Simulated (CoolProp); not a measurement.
Computed with CoolProp (reference Helmholtz-energy equation of state, Thol 2019).

Task: For n-hexane, give the phase and the Z, speed of sound (m/s), expansivity (1/kK), conductivity (mW/(m K)) at 343 K and 4.08 MPa; 373.7 K and 4.08 MPa; 419.9 K and 4.08 MPa.

Result: 
- 343 K and 4.08 MPa: liquid; Z 0.199, speed of sound 921, expansivity 1.52, conductivity 110
- 373.7 K and 4.08 MPa: liquid; Z 0.192, speed of sound 796, expansivity 1.72, conductivity 102
- 419.9 K and 4.08 MPa: liquid; Z 0.187, speed of sound 611, expansivity 2.23, conductivity 93.2

Thermal conductivity comes from a separate model (Assael 2013).
